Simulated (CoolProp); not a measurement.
Saturated liquid density (kg/m³) of isobutene: the reference equation beside estimates from Tc = 418.1 K, pc = 40.16 bar, ω = 0.193.

Values from CoolProp's reference Helmholtz-energy equation of state, Lemmon 2005. It is a short technical equation, of lower accuracy than the large ones.

```json
[
 {"T (K)": "192.5", "reference": "705.1", "van der Waals": "434.1", "Redlich-Kwong": "645.9"},
 {"T (K)": "201.4", "reference": "696.0", "van der Waals": "429.2", "Redlich-Kwong": "638.0"},
 {"T (K)": "210.2", "reference": "686.8", "van der Waals": "…", "Redlich-Kwong": "629.8"},
 {"T (K)": "219", "reference": "677.7", "van der Waals": "419.2", "Redlich-Kwong": "621.4"},
 {"T (K)": "227.8", "reference": "668.4", "van der Waals": "414.0", "Redlich-Kwong": "612.7"},
 {"T (K)": "236.6", "reference": "659.0", "van der Waals": "408.6", "Redlich-Kwong": "…"},
 {"T (K)": "245.5", "reference": "649.4", "van der Waals": "…", "Redlich-Kwong": "594.0"},
 {"T (K)": "254.3", "reference": "639.8", "van der Waals": "397.3", "Redlich-Kwong": "584.2"},
 {"T (K)": "263.1", "reference": "629.9", "van der Waals": "391.4", "Redlich-Kwong": "574.0"},
 {"T (K)": "271.9", "reference": "619.9", "van der Waals": "385.3", "Redlich-Kwong": "563.3"},
 {"T (K)": "280.7", "reference": "609.6", "van der Waals": "378.9", "Redlich-Kwong": "552.2"},
 {"T (K)": "289.6", "reference": "599.0", "van der Waals": "372.3", "Redlich-Kwong": "540.5"},
 {"T (K)": "298.4", "reference": "588.1", "van der Waals": "365.5", "Redlich-Kwong": "528.4"},
 {"T (K)": "307.2", "reference": "576.9", "van der Waals": "358.3", "Redlich-Kwong": "515.7"},
 {"T (K)": "316", "reference": "565.2", "van der Waals": "350.9", "Redlich-Kwong": "502.3"}
]
```

Task: Some entries are withheld; supply them.

Result: 
- 210.2, van der Waals: 424.3
- 236.6, Redlich-Kwong: 603.6
- 245.5, van der Waals: 403.0

Absolute difference from the reference over all 15 rows, mean and median: van der Waals 38.0 and 37.9 %, Redlich-Kwong 9.1 and 8.7 %.
